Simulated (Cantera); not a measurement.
A freely propagating, adiabatic, planar premixed flame of C₃H₈ : O₂ : N₂ = 1 : 4.55 : 17.1 (molar parts), unburnt at 400 K and 0.493 atm; mixture-averaged transport, grid criteria slope 0.08 and curve 0.16, no radiation.

Detailed kinetics in Cantera: GRI-Mech 3.0 (53 species, 325 reactions). GRI-Mech 3.0 was tuned for natural gas; its chemistry of propane as a main component is partial and can be far from experiment. Burning velocities carry a grid error of a few per cent, more on coarse grids.

**Question.** What does this change do: N2 17.1 to 13 parts?

**Answer.** 
| quantity | before | after |
|---|---|---|
| laminar burning velocity | 91.0 cm/s | 126 cm/s |
| thermal thickness | 0.544 mm | 0.426 mm |
| peak x(C₂H₆) | 0.00202 | 0.00244 |
| peak x(CH₂) | 7.75e-5 | 0.000131 |
| peak x(CH₃) | 0.00318 | 0.00484 |

**Question.** What does this change do: 0.86 parts H2O added?

**Answer.** 
```
quantity                     before      after
------------------------  ---------  ---------
laminar burning velocity  91.0 cm/s  83.3 cm/s
thermal thickness          0.544 mm   0.586 mm
peak x(C₂H₆)                0.00202    0.00191
peak x(CH₂)                 7.75e-5    6.68e-5
peak x(CH₃)                 0.00318    0.00284
```
